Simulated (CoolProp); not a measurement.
Vapour-liquid equilibrium of propane (1) + R114 (2) at 19.95 °C; x and y are mole fractions of (1).

Model: multi-fluid Helmholtz-energy mixture model, Lemmon 2009 and Platzer 1990; pair parameters Bell 2016, in CoolProp. This equation is an older, rougher fit; its heat capacities, sound speeds and derivatives of the liquid may be far off and weren't checked against measurements.

**Question.** Give the bubble pressure and the first vapour's composition at x = 0.2, 0.65, 0.95. Is there an azeotrope?

**Answer.** x = 0.2: 350.5 kPa, y = 0.553; x = 0.65: 632.7 kPa, y = 0.861; x = 0.95: 805.0 kPa, y = 0.980. No azeotrope shows between x = 0.05 and 0.95.

Pair parameters are fitted to limited data, so mixtures are less certain than the pure fluids.
